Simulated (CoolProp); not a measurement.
200 sccm (0 °C, 1 atm) of nitrogen bubbles through liquid propylene glycol at 360.4 K and leaves saturated at a total pressure of 0.0184 MPa (ideal gas phase). Each further row changes one setting.

Computed with CoolProp (reference Helmholtz-energy equation of state, Eisenbach 2021).

```
case                       vapour pressure (kPa)  mole fraction of vapour  delivery (mg/min)  delivery (sccm)  change of delivery for a bath 1 K warmer (%)
-------------------------  ---------------------  -----------------------  -----------------  ---------------  --------------------------------------------
as stated                                   1.49                   0.0810               59.8             17.6                                           6.3
bath temperature 365.4 K                    1.97                    0.107               81.3             23.9                                           6.3
total pressure 0.0368 MPa                   1.49                   0.0405               28.6             8.44                                           6.1
```
